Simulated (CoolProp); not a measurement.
Vapour-liquid equilibrium of R134a (1) + R1234ze(E) (2) at -64.35 °C; x and y are mole fractions of (1).

The numbers come from the multi-fluid Helmholtz-energy mixture model, Tillner-Roth 1994 and Thol 2016; pair parameters Bell 2022 in CoolProp.

```csv
x,"bubble pressure, mixture model (MPa)","bubble pressure, Raoult's law (MPa)","y, mixture model","y, Raoult's law"
0.05,0.008695,0.008485,0.091,0.070
0.15,0.009350,0.008845,0.238,0.202
0.25,0.009878,0.009204,0.354,0.323
0.35,0.01031,0.009564,0.452,0.435
0.45,0.01068,0.009923,0.541,0.540
0.55,0.01099,0.01028,0.624,0.637
0.65,0.01126,0.01064,0.706,0.727
0.75,0.01149,0.01100,0.787,0.811
0.85,0.01168,0.01136,0.870,0.890
0.95,0.01183,0.01172,0.956,0.965
```

The largest gap from Raoult's law is +7.8 % in bubble pressure, at x = 0.35. No azeotrope shows between x = 0.05 and 0.95.

The pair parameters rest on a limited set of measurements; away from them the model extrapolates.
